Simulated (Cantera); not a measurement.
# Aluminium and copper etching: Cu + HF + H2

Charge: 1 mol Cu, 5.8 mol HF, 0.49 mol H2, equilibrated at 7.50 Torr.

Method: chemical equilibrium by Gibbs-energy minimisation in Cantera with the NASA 1993 tables (ideal gas, pure condensed phases). Candidate condensed phases: Cu, CuF2; 15 gas species. Equilibrium is a limit: real reactors are often held back by kinetics, nucleation or transport.

```csv
T (K),log p HF,log p H2,log p Cu,log p CuF,log p H,log p H2F2,n Cu(s),n Cu(l)
1200,-2.04,-3.11,-7.91,-7.54,-8.26,-8.72,1.000,0
1225,-2.04,-3.11,-7.62,-7.31,-8.06,-8.75,1.000,0
1250,-2.04,-3.11,-7.33,-7.09,-7.87,-8.77,1.000,0
1275,-2.04,-3.11,-7.06,-6.88,-7.69,-8.80,1.000,0
1300,-2.04,-3.11,-6.80,-6.68,-7.51,-8.82,1.000,0
1325,-2.04,-3.11,-6.55,-6.49,-7.34,-8.84,1.000,0
1350,-2.04,-3.11,-6.31,-6.31,-7.18,-8.86,0.999,0
1375,-2.04,-3.11,-6.08,-6.13,-7.02,-8.88,0,0.999
1400,-2.04,-3.11,-5.87,-5.97,-6.87,-8.90,0,0.998
1425,-2.04,-3.11,-5.66,-5.81,-6.72,-8.91,0,0.998
```
log p: log10 of the partial pressure in bar; n: condensed amount in mol.

From 1200 K to 1350 K the condensed part is Cu(s). From 1375 K to 1425 K the condensed part is Cu(l). The main Cu-bearing gas is CuF at 1200 K and Cu at 1425 K.
